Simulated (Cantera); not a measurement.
A perfectly stirred reactor is fed with CH₃OH : O₂ : N₂ = 0.0048 : 0.01 : 1 (molar parts), equivalence ratio 0.72, at 728 Torr; it is held at 1500 K, and followed from long to short residence time.

Model: GRI-Mech 3.0 (53 species, 325 reactions), integrated in Cantera. GRI-Mech 3.0 was tuned for natural gas; its chemistry of methanol as a main component is partial and can be far from experiment.

**Question.** Predict: x(CH₃OH) at τ = 4.70 s; x(O₂) at τ = 4.70 s; x(CO) at τ = 4.70 s; x(H₂O) at τ = 4.70 s; x(NO) at τ = 4.70 s; x(CH₃OH) at τ = 44.0 ms; x(O₂) at τ = 44.0 ms; x(CO) at τ = 44.0 ms; x(H₂O) at τ = 44.0 ms; x(NO) at τ = 44.0 ms.

**Answer.** 
| Property | Value |
|---|---|
| x(CH₃OH) at τ = 4.70 s | 1.62e-7 |
| x(O₂) at τ = 4.70 s | 0.00275 |
| x(CO) at τ = 4.70 s | 2.42e-5 |
| x(H₂O) at τ = 4.70 s | 0.00940 |
| x(NO) at τ = 4.70 s | 4.40e-6 |
| x(CH₃OH) at τ = 44.0 ms | 1.89e-6 |
| x(O₂) at τ = 44.0 ms | 0.00299 |
| x(CO) at τ = 44.0 ms | 0.000411 |
| x(H₂O) at τ = 44.0 ms | 0.00905 |
| x(NO) at τ = 44.0 ms | 2.90e-6 |
